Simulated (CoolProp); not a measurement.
Vapour-liquid equilibrium of CHF3 (R23) (1) + R22 (2) at 252.7 K; x and y are mole fractions of (1).

Computed with CoolProp (multi-fluid Helmholtz-energy mixture model, Penoncello 2003 and Kamei 1995; pair parameters Bell 2016).

**Question.** Give the bubble pressure and the first vapour's composition at x = 0.125, 0.5, 0.95. Is there an azeotrope?

**Answer.** x = 0.125: 402.5 kPa, y = 0.449; x = 0.5: 836.1 kPa, y = 0.817; x = 0.95: 1316 kPa, y = 0.983. No azeotrope shows between x = 0.05 and 0.95.

The pair parameters rest on a limited set of measurements; away from them the model extrapolates.
